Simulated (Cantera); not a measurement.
**Chemical vapour transport: Si + HCl + H2O**

Feed: 1 mol Si, a varied amount of HCl, 1.2 mol H2O, equilibrated at 1250 K and 2.80 bar.

Equilibrium computed with Cantera from the NASA thermochemical tables; the gas is ideal and each condensed phase is pure. Candidate condensed phases: H2O, Si, SiO2; 30 gas species. Mutual solubility and eutectic melting of coexisting phases are not modelled. The tables' values for SiCl3 are old estimates; treat these amounts as uncertain. The tables hold silica as quartz up to 1696 K and as liquid above; real silica turns to tridymite and cristobalite and melts near 1996 K. Kinetics and transport are ignored.

```
n(HCl) (mol)   x H2   x HCl  x SiHCl3   x SiCl4   x SiCl2  x SiH2Cl2  n Si(s)  n SiO2(β-quartz)
------------  -----  ------  --------  --------  --------  ---------  -------  ----------------
0.032         0.981  0.0147   0.00177  0.000747  0.000556   0.000572    0.395             0.600
0.039         0.979  0.0162   0.00238   0.00111  0.000678   0.000696    0.394             0.600
0.048         0.975  0.0179   0.00319   0.00164  0.000824   0.000842    0.391             0.600
0.059         0.971  0.0195   0.00417   0.00236  0.000987    0.00101    0.389             0.600
0.073         0.967  0.0213   0.00542   0.00335   0.00118    0.00119    0.385             0.600
0.091         0.961  0.0231   0.00698   0.00471   0.00140    0.00141    0.380             0.600
0.11          0.956  0.0247   0.00858   0.00623   0.00160    0.00161    0.375             0.600
0.14          0.948  0.0267    0.0110   0.00872   0.00190    0.00189    0.367             0.600
0.17          0.941  0.0284    0.0133    0.0113   0.00216    0.00213    0.359             0.600
```
x: gas mole fraction; n: condensed amount in mol.

From 0.032 mol HCl to 0.17 mol HCl the condensed part is Si(s) + SiO2(β-quartz). The main Si-bearing gas is SiHCl3 throughout. The share of Si in condensed phases is highest at 0.032 mol HCl (99.5 %) and lowest at 0.17 mol HCl (95.9 %).
